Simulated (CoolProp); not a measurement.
Vapour-liquid equilibrium of CHF3 (R23) (1) + R227EA (2) at 0.209 MPa; x and y are mole fractions of (1).

The numbers come from the multi-fluid Helmholtz-energy mixture model, Penoncello 2003 and Lemmon 2016; pair parameters Bell 2016 in CoolProp.

Task: Give the bubble temperature and the first vapour's composition at x = 0.125, 0.35, 0.8. Is there an azeotrope?

Result: x = 0.125: 248.5 K, y = 0.689; x = 0.35: 224.4 K, y = 0.932; x = 0.8: 208.8 K, y = 0.990. No azeotrope shows between x = 0.05 and 0.95.

Pair parameters are fitted to limited data, so mixtures are less certain than the pure fluids. The gap from Raoult's law changes sign with composition, which may be real or a fault of the pair parameters; it wasn't checked against measurements.
